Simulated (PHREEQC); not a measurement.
A column of 0.5 m (30 cells, dispersivity 0.018 m, 300 s a shift, diffusion coefficient 3e-10 m²/s) holds 0.0091 eq of the database's cation exchanger X per kg of pore water, first in equilibrium with 0.0013 mol NaCl, 0.0016 mol LiCl and 1e-05 mol HCl per kg of water. It is flushed with 19 mmol/kgw NaCl, 0.8 mmol/kgw KCl and 0.01 mmol/kgw HCl, at 25 °C. Values are for the last cell. The system is closed to CO2. Precipitation was switched off in this run.

Computed with PHREEQC (ion-association model, phreeqc.dat).

| pore volumes | K in solution (mol/kgw) | Li in solution (mol/kgw) | Na in solution (mol/kgw) | Cl in solution (mol/kgw) | NaX on the exchanger (mol/kgw) |
|---|---|---|---|---|---|
| 0 | 0 | 0.00160 | 0.00130 | 0.00291 | 0.00450 |
| 0.2167 | 0 | 0.00160 | 0.00130 | 0.00291 | 0.00450 |
| 0.4167 | 0 | 0.00160 | 0.00130 | ? | 0.00450 |
| 0.6167 | 0 | 0.00202 | 0.00164 | 0.00367 | 0.00450 |
| 0.8167 | 2.36e-14 | 0.00406 | 0.00334 | 0.00741 | ? |
| 0.9167 | 7.49e-12 | 0.00534 | 0.00473 | ? | 0.00469 |
| 1.117 | 9.18e-9 | 0.00629 | 0.00857 | 0.0149 | 0.00565 |
| 1.317 | 4.13e-7 | 0.00497 | 0.0128 | 0.0177 | 0.00687 |
| 1.517 | 3.85e-6 | 0.00314 | 0.0159 | 0.0191 | 0.00781 |
| 1.717 | 1.63e-5 | 0.00175 | 0.0178 | 0.0196 | 0.00838 |
| 1.917 | ? | 0.000898 | 0.0188 | 0.0197 | 0.00865 |
| 2.117 | 9.19e-5 | 0.000437 | 0.0192 | 0.0198 | 0.00873 |
| 2.217 | 0.000123 | 0.000300 | 0.0194 | 0.0198 | 0.00871 |
| 2.417 | 0.000198 | 0.000137 | 0.0195 | 0.0198 | 0.00861 |
| 2.617 | 0.000284 | 6.09e-5 | 0.0195 | 0.0198 | 0.00846 |
| 2.817 | 0.000374 | 2.64e-5 | 0.0194 | 0.0198 | 0.00829 |
| 3.017 | 0.000458 | 1.12e-5 | 0.0193 | 0.0198 | 0.00813 |

Problem. What belongs in the gaps?

Solution. 
- 0.4167, Cl in solution (mol/kgw): 0.00292
- 0.8167, NaX on the exchanger (mol/kgw): 0.00453
- 0.9167, Cl in solution (mol/kgw): 0.0101
- 1.917, K in solution (mol/kgw): 4.43e-5

Species that the database lacks are ignored.
